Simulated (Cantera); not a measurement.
## Silicon carbide growth: SiH4 + CH4 + H2

Input: 1 mol SiH4, 0.41 mol CH4, 250 mol H2, held at 1.00 bar.

Cantera equilibrium calculation (NASA polynomials, part measured and part estimated; ideal gas, pure solids and liquids). Candidate condensed phases: C, C6H6, C7H8, C8H18, Si, SiC; 87 gas species. Mutual solubility and eutectic melting of coexisting phases are not modelled. Gases not in the tables: Si2H6 and higher silanes. The numbers say what is thermodynamically allowed, not how fast it happens.

```csv
T (K),x H2,x H,x Si,x C2H2 (acetylene),x SiH,x SiH2,x Si2C,x SiC2,n Si(s),n SiC(s),n Si(l)
1648,1.000,8.90e-5,2.58e-7,6.81e-9,4.74e-7,8.47e-6,1.12e-9,<1e-12,0.592,0.406,0
1723,1.000,0.000182,9.83e-7,2.51e-8,1.41e-6,1.70e-5,6.80e-9,2.49e-12,0,0.406,0.589
1798,1.000,0.000352,3.08e-6,9.82e-8,3.54e-6,2.95e-5,3.24e-8,2.53e-11,0,0.405,0.585
1873,0.999,0.000645,8.82e-6,3.44e-7,8.21e-6,4.90e-5,1.36e-7,2.13e-10,0,0.405,0.578
1948,0.999,0.00113,2.32e-5,1.09e-6,1.78e-5,7.83e-5,5.08e-7,1.52e-9,0,0.404,0.565
2023,0.998,0.00190,5.69e-5,3.17e-6,3.66e-5,0.000121,1.72e-6,9.31e-9,0,0.402,0.542
2098,0.997,0.00307,0.000131,8.53e-6,7.10e-5,0.000180,5.30e-6,5.01e-8,0,0.397,0.502
2173,0.994,0.00481,0.000283,2.14e-5,0.000132,0.000261,1.51e-5,2.39e-7,0,0.388,0.430
2248,0.991,0.00731,0.000581,5.04e-5,0.000234,0.000368,4.00e-5,1.02e-6,0,0.365,0.306
2323,0.987,0.0108,0.00114,0.000112,0.000399,0.000507,9.94e-5,3.99e-6,0,0.316,0.0957
2398,0.981,0.0156,0.00174,0.000358,0.000535,0.000555,0.000189,1.75e-5,0,0.156,0
2473,0.974,0.0220,0.00225,0.000633,0.000611,0.000524,0.000201,3.63e-5,0,0,0
2548,0.965,0.0304,0.00250,0.000667,0.000603,0.000432,0.000127,3.88e-5,0,0,0
2623,0.954,0.0411,0.00269,0.000687,0.000581,0.000351,7.83e-5,3.97e-5,0,0,0
```
x: gas mole fraction; n: condensed amount in mol.

At 1648 K the condensed part is Si(s) + SiC(s). From 1723 K to 2323 K the condensed part is Si(l) + SiC(s). At 2398 K the condensed part is SiC(s). From 2473 K to 2623 K nothing is condensed. The main Si-bearing gas is SiH2 at 1648 K and Si at 2623 K.
